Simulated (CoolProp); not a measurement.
Vapour-liquid equilibrium of toluene (1) + n-dodecane (2) at 0.2 MPa; x and y are mole fractions of (1).

Values from CoolProp's multi-fluid Helmholtz-energy mixture model, Lemmon 2006 and Lemmon 2004; pair parameters Bell 2016.

```csv
x,bubble temperature (K),y at the bubble point,dew temperature at overall composition x (K),liquid density (mol/L)
0.05,510.2,0.212,518.0,3.465
0.125,495.1,0.469,514.5,[?]
0.2,480.9,0.650,510.8,[?]
0.275,468.2,0.770,506.9,4.230
0.35,457.4,0.846,502.6,4.507
0.425,448.2,0.895,498.0,4.799
0.5,440.4,0.928,493.0,5.110
0.575,433.9,0.950,487.3,5.445
0.65,428.2,0.966,480.9,5.809
0.725,423.4,0.977,473.4,6.211
0.8,419.1,0.985,[?],6.658
0.875,415.2,0.992,452.2,7.161
0.95,411.7,0.997,433.9,7.733
```

Problem. Complete the blanks.

Solution. 
- 0.125, liquid density (mol/L): 3.708
- 0.2, liquid density (mol/L): 3.964
- 0.8, dew temperature at overall composition x (K): 464.3

No azeotrope shows between x = 0.05 and 0.95.

The pair parameters rest on a limited set of measurements; away from them the model extrapolates.
